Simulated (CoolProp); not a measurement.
The fluid at 435 K and 2.59 MPa flows at 12 m/s in a round tube of 20 mm bore and 45 µm roughness, fully developed (64/Re and Nu = 3.66 if laminar; Colebrook and Gnielinski if turbulent). The same conditions are run with several fluids, on thermodynamics alone (safety and materials aside).

Computed with CoolProp (reference Helmholtz-energy equation of state of each fluid (C3F8 (R218): Lemmon 2006; isobutane: Bücker 2006; R142b: Lemmon 2006; R507A: Lemmon 2003; methane: Setzmann 1991)). Blends and air are pseudo-pure fits.

**Question.** Rank C3F8 (R218), isobutane, R142b, R507A, methane by Reynolds number, highest first.

**Answer.** C3F8 (R218) (1880000), R142b (1330000), isobutane (1070000), R507A (1020000), methane (179000)

```
fluid        Darcy friction factor  pressure drop (Pa/m)  heat-transfer coefficient (W/(m² K))  mass flow (kg/h)
-----------  ---------------------  --------------------  ------------------------------------  ----------------
C3F8 (R218)                 0.0243                 13800                                  6660              2140
isobutane                   0.0243                  4720                                  5600               732
R142b                       0.0243                  7940                                  4470              1230
R507A                       0.0243                  6970                                  3670              1080
methane                     0.0251                  1040                                  1350               157
```

Transport values come from each fluid's own correlations; those of C3F8 (R218), R142b are estimates that may be off by 10 % or more.
